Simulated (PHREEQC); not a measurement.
## Cooling-tower water: an equilibrium model

Model water analysis in mg/kgw, 25 °C, pH 5.96, pe -0.8:

| constituent | mg/kgw |
|---|---|
| Na | 56.7 |
| K | 12.3 |
| Ca | 95.8 |
| Mg | 52.1 |
| Cl | 88.5 |
| S(6) as SO4 | 98.2 |
| Alkalinity as HCO3 | 455 |
| Fe(2) | 1.18 |

Cl is adjusted to close the charge balance.
Valence states are taken as typed.

All values are PHREEQC results (ion-association model, wateq4f.dat), not measurements.

Precipitation was switched off in this run.

**Question.** What ionic strength does the model give?

**Answer.** ionic strength 0.0160 mol/kgw.

**Question.** In which forms is S present?

**Answer.** SO4-2 75 %, MgSO4 13 %, CaSO4 12 %, NaSO4- 0.6 % of the S.
